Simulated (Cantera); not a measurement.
A Cantera script and what it prints.

```python
import numpy as np
import cantera as ct

gas_names = """
    Fe FeO Fe(OH)2 H HO2 H2 H2O H2O2 O OH O2 O3
""".split()
cond_names = """
    Fe(a) Fe(c) Fe(d) Fe(L) FeO(s) FeO(L) Fe(OH)2(s) Fe(OH)3(s) Fe2O3(s) Fe3O4(s) H2O(s) H2O(L)
""".split()


# ... load() reads the species with a 1 bar reference pressure and builds the phases ...
atoms = {
    'Fe2O3': {'Fe': 2, 'O': 3},
    'H2': {'H': 2},
}
top_T = {'Fe2O3(s)': 1830, 'Fe3O4(s)': 1870}  # K; cautious upper limits of use, not melting points


# ... equilibrate(T, P, feed) seeds the gas with the atoms and calls Mixture.equilibrate('TP', solver="vcs", rtol=1e-11, max_steps=5000) ...
results = []
feed = {'Fe2O3': 1, 'H2': 0.39}  # mol
P = 210  # Pa
for T in [750, 900, 1050, 1200, 1350, 1500, 1650, 1800, 1950]:
    mix = equilibrate(T, P, feed)
    results.append((T, P, feed, dict(zip(mix.species_names, mix.species_moles))))
    x = sorted(zip(gas.X, gas.species_names), reverse=True)
    print(f"T = {T:g} K  P = {P:g} Pa  gas = {mix.phase_moles(0):.4g} mol")
    print("   x: " + "  ".join(f"{s} {v:.3e}" for v, s in x if v > 0.0001))
    print("   condensed (mol): " + ("  ".join(f"{mix.phase(i).name} {mix.phase_moles(i):.4g}"
          for i in range(1, mix.n_phases) if mix.phase_moles(i) > 1e-12) or "none"))
```

Output:

```
T = 750 K  P = 210 Pa  gas = 0.39 mol
   x: H2O 8.547e-01  H2 1.453e-01
   condensed (mol): Fe3O4(s) 0.6667
T = 900 K  P = 210 Pa  gas = 0.39 mol
   x: H2O 8.798e-01  H2 1.202e-01
   condensed (mol): FeO(s) 0.02934  Fe3O4(s) 0.6569
T = 1050 K  P = 210 Pa  gas = 0.39 mol
   x: H2O 9.382e-01  H2 6.185e-02
   condensed (mol): FeO(s) 0.09764  Fe3O4(s) 0.6341
T = 1200 K  P = 210 Pa  gas = 0.39 mol
   x: H2O 9.620e-01  H2 3.798e-02
   condensed (mol): FeO(s) 0.1256  Fe3O4(s) 0.6248
T = 1350 K  P = 210 Pa  gas = 0.39 mol
   x: H2O 9.740e-01  H2 2.601e-02
   condensed (mol): FeO(s) 0.1396  Fe3O4(s) 0.6201
T = 1500 K  P = 210 Pa  gas = 0.39 mol
   x: H2O 9.807e-01  H2 1.916e-02
   condensed (mol): FeO(s) 0.1476  Fe3O4(s) 0.6175
T = 1650 K  P = 210 Pa  gas = 0.3903 mol
   x: H2O 9.839e-01  H2 1.481e-02  OH 7.241e-04  O2 2.895e-04  H 2.413e-04
   condensed (mol): FeO(L) 0.1536  Fe3O4(s) 0.6155
T = 1800 K  P = 210 Pa  gas = 0.4008 mol
   x: H2O 9.623e-01  O2 2.317e-02  H2 7.431e-03  OH 5.760e-03  H 6.736e-04  O 4.042e-04  Fe(OH)2 1.389e-04
   condensed (mol): FeO(L) 0.2202  Fe3O4(s) 0.5932
T = 1950 K  P = 210 Pa  gas = 0.7038 mol
   x: H2O 5.394e-01  O2 4.273e-01  OH 2.063e-02  O 6.439e-03  H2 3.526e-03  H 1.485e-03  FeO 8.014e-04  Fe 2.971e-04  Fe(OH)2 1.691e-04
   condensed (mol): FeO(L) 1.999
```

Cantera equilibrium calculation (NASA polynomials, part measured and part estimated; ideal gas, pure solids and liquids). Mutual solubility and eutectic melting of coexisting phases are not modelled. The tables' stoichiometric FeO is somewhat more stable than real wüstite, so its field is too wide. FeO: taken at fixed stoichiometry.
